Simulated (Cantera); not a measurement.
Mixture: C₃H₈ : O₂ : N₂ = 1 : 7.94 : 53.2 (molar parts), equivalence ratio 0.63, at 3750 Torr, adiabatic and at constant pressure. Ignition delay is the time to a rise of 400 K.

Computed with Cantera and GRI-Mech 3.0 (53 species, 325 reactions). GRI-Mech 3.0 was tuned for natural gas; its chemistry of propane as a main component is partial and can be far from experiment.

**Question.** What does this change do: 0.098 parts H2 added?

**Answer.** 
```
quantity                                                before       after
--------------------------------------------------  ----------  ----------
delay at 1250 K                                        1.40 ms     1.29 ms
delay at 1350 K                                       0.268 ms    0.255 ms
delay at 1450 K                                        70.6 µs     68.3 µs
delay at 1550 K                                        25.3 µs     24.7 µs
apparent activation energy between 1500 and 1600 K  180 kJ/mol  170 kJ/mol
```

**Question.** What does this change do: O2 7.94 to 10 parts?

**Answer.** 
```
quantity                                                before       after
--------------------------------------------------  ----------  ----------
delay at 1250 K                                        1.40 ms     1.17 ms
delay at 1350 K                                       0.268 ms    0.227 ms
delay at 1450 K                                        70.6 µs     60.6 µs
delay at 1550 K                                        25.3 µs     22.1 µs
apparent activation energy between 1500 and 1600 K  180 kJ/mol  170 kJ/mol
```
